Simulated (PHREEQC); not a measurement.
Solution (21 °C): 0.015 mol KOH, 0.0072 mol K2SiO3 and 0.17 mol K3PO4 per kg of water. Closed to the air; pH follows from the charge balance.

Computed with PHREEQC (ion-association model, phreeqc.dat).

Each row changes one thing in this solution. No solid was allowed to form.

| case | pH | ionic strength (mol/kgw) | H3SiO4- (mol/kgw) | H2SiO4-2 (mol/kgw) | H4SiO4 (mol/kgw) | SI of Quartz (SiO2) |
|---|---|---|---|---|---|---|
| as made | 12.39 | 1.03 | 0.00507 | 0.00213 | 7.65e-6 | -0.96 |
| diluted 10-fold with water | 11.98 | 0.0905 | 0.000653 | 6.29e-5 | 4.08e-6 | -1.34 |
| K2SiO3 from 0.0072 to 0.00072 mol/kgw | 12.34 | 1.01 | 0.000523 | 0.000196 | 8.86e-7 | -1.90 |
| KOH from 0.015 to 0.03 mol/kgw | 12.53 | 1.05 | 0.00456 | 0.00263 | 5.00e-6 | -1.14 |
| temperature from 21 to 30 °C | 12.15 | ? | 0.00502 | 0.00217 | 9.71e-6 | -0.99 |
| K3PO4 left out | ? | 0.0306 | 0.00600 | 0.00118 | 1.65e-5 | ? |

Question: Fill in the missing entries.

Answer: 
- temperature from 21 to 30 °C, ionic strength (mol/kgw): 1.02
- K3PO4 left out, pH: 12.38
- K3PO4 left out, SI of Quartz (SiO2): -0.74

The ionic strength passes 0.7 mol/kgw, the rough limit of the ion-association models, in as made; K2SiO3 from 0.0072 to 0.00072 mol/kgw; KOH from 0.015 to 0.03 mol/kgw; temperature from 21 to 30 °C. Complexes and solids missing from the database can't appear.
